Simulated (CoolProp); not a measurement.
Computed with CoolProp (reference Helmholtz-energy equation of state, Thol 2018).

**Question.** Give the vapour pressure (bar), liquid density (kg/m³), vapour density (kg/m³), enthalpy of vaporisation (kJ/kg) of saturated hydrogen chloride at 261.8, 311.5 K.

**Answer.** 
```
T (K)  p (bar)  liquid density (kg/m³)  vapour density (kg/m³)  enthalpy of vaporisation (kJ/kg)
-----  -------  ----------------------  ----------------------  --------------------------------
261.8     19.0                     971                    40.1                               337
311.5     63.3                     716                     177                               177
```
